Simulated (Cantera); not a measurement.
Charge: 1 mol TiO2, 300 mol H2, at 25.0 Pa.

Equilibrium computed with Cantera from the NASA thermochemical tables; the gas is ideal and each condensed phase is pure. Candidate condensed phases: H2O, Ti, TiO, TiO2, Ti2O3, Ti3O5, Ti4O7; 12 gas species. Kinetics and transport are ignored. All values below are at 1850 K.

Base state: H2 0.965, H 0.0335, H2O 0.00165, TiO 5.08e-5, TiO2 1.09e-5 (mole fractions); condensed: Ti2O3(s).

Task: What changes in the equilibrium state with this change: 0.61 mol O2 added?

Result: 
```tsv
species	before	after
H2	0.965	0.961
H	0.0335	0.0334
H2O	0.00165	0.00509
TiO	5.08e-5	2.45e-5
OH	4.24e-6	1.31e-5
TiO2	1.09e-5	1.63e-5
Ti2O3(s), mol	0.491	0
Ti3O5(s), mol	0	0.329
```
